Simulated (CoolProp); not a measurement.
Ethylbenzene at 268.39 K and 0.197 MPa is throttled through a valve to 0.127 MPa with no heat exchange. Each further row changes one setting.

The numbers come from the reference Helmholtz-energy equation of state, Zhou 2012 in CoolProp.

| case | temperature change (K) |
|---|---|
| as stated | +0.0 |
| outlet pressure 0.0381 MPa | +0.1 |
| outlet pressure 0.165 MPa | +0.0 |
